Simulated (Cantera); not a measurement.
Input: 1 mol TEOS, 12 mol CO₂, 87 mol H₂, at 427 °C and 100000 Pa.

Cantera equilibrium calculation (NASA polynomials, part measured and part estimated; ideal gas, pure solids and liquids). The feed counts by its element totals alone. Rates play no part.

| species | before | after |
|---|---|---|
| H₂O | 0.330 | 0.451 |
| CO₂ | 0.00252 | 0.275 |
| CH₄ | 0.255 | 0.138 |
| H₂ | 0.411 | 0.127 |
| CO | 0.000333 | 0.00826 |
| SiO₂(α-quartz), mol | 1.00 | 1.00 |
| C(graphite), mol | 0 | 9.14 |
Gas species are given as mole fractions.

Question: What was changed between the two runs?
A. CO₂ from 12 to 1.1 mol
B. temperature from 427 °C to 1225 °C
C. H₂ from 87 to 12 mol
D. temperature from 427 °C to 1650 °C

Answer: C, H₂ from 87 to 12 mol
